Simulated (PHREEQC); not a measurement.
Dissolve 33 mmol/kgw HF, 0.057 mmol/kgw NaF and 0.18 mmol/kgw (NH4)2SiF6 at 15 °C. Closed to the air; pH follows from the charge balance.

Equilibrium calculation in PHREEQC: ion-association model, phreeqc.dat.

This is a speciation only: nothing precipitates in the calculation.

Question: Estimate the pH.

Answer: pH 2.31.

Question: In which forms is F present?

Answer: HF 80 %, F- 14 %, SiF6-2 3.2 %, HF2- 2.7 % of the F.

Species that the database lacks are ignored. SiF6-2 is the database's only silicon fluoride.
